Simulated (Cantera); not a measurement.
Moist CO burnout

An isothermal, constant-pressure homogeneous reactor starts with CO : O2 : H2O : N2 = 0.0024 : 0.0062 : 0.00011 : 1 (molar parts), equivalence ratio 0.19, at 1175 K and 5.00 bar.

Model: GRI-Mech 3.0 (53 species, 325 reactions), integrated in Cantera.

```
t (s)         x CO     x O2     x H2O       x H       x O
--------  --------  -------  --------  --------  --------
3.00e-5    0.00238  0.00615  0.000109    <1e-12  7.16e-11
9.49e-5    0.00238  0.00615  0.000109    <1e-12  2.23e-10
0.000300   0.00238  0.00615  0.000109  1.34e-12  6.75e-10
0.000949   0.00238  0.00615  0.000109  5.75e-12   1.89e-9
0.00300    0.00238  0.00615  0.000109  2.64e-11   4.65e-9
0.00949    0.00238  0.00615  0.000109  1.81e-10   1.57e-8
0.0300     0.00237  0.00614  0.000109   7.03e-9   3.64e-7
0.0949     0.00218  0.00605  0.000108   2.23e-8   8.76e-7
0.300      0.00160  0.00576  0.000108   1.89e-8   8.10e-7
0.949     0.000595  0.00526  0.000109   8.84e-9   5.53e-7
3.00       2.59e-5  0.00497  0.000109  6.50e-10   1.16e-7
```
x: mole fraction; the columns are a selection and need not sum to one.

Equilibrium at this temperature and pressure: CO 1.46e-10, O2 0.00495, H2O 0.000109, H <1e-12, O 4.62e-10 (gas phase only).
